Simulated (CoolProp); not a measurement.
The fluid at 298.15 K and 0.455 MPa flows at 2.7 m/s in a round tube of 25 mm bore and 0.25 µm roughness, fully developed (64/Re and Nu = 3.66 if laminar; Colebrook and Gnielinski if turbulent). The same conditions are run with several fluids, on thermodynamics alone (safety and materials aside).

Values from CoolProp's reference Helmholtz-energy equation of state of each fluid (R22: Kamei 1995; R407C: Lemmon 2003; R125: Lemmon 2005; R507A: Lemmon 2003; carbon dioxide: Span 1996). Blends and air are pseudo-pure fits.

```csv
fluid,Reynolds number,Darcy friction factor,pressure drop (Pa/m),heat-transfer coefficient (W/(m² K)),mass flow (kg/h)
R22,83300,0.0187,[?],[?],81.3
R407C,[?],0.0183,45.6,103,81.7
R125,[?],0.0173,59.8,127,113
R507A,[?],0.0178,50.9,117,93.9
carbon dioxide,37300,[?],26.9,59.3,[?]
```

Q: Some entries are withheld; supply them.

A: 
- R22, pressure drop (Pa/m): 46.6
- R22, heat-transfer coefficient (W/(m² K)): 81.4
- R407C, Reynolds number: 94100
- R125, Reynolds number: 123000
- R507A, Reynolds number: 108000
- carbon dioxide, Darcy friction factor: 0.0224
- carbon dioxide, mass flow (kg/h): 39.4

Transport values come from each fluid's own correlations; those of R22 are estimates that may be off by 10 % or more.
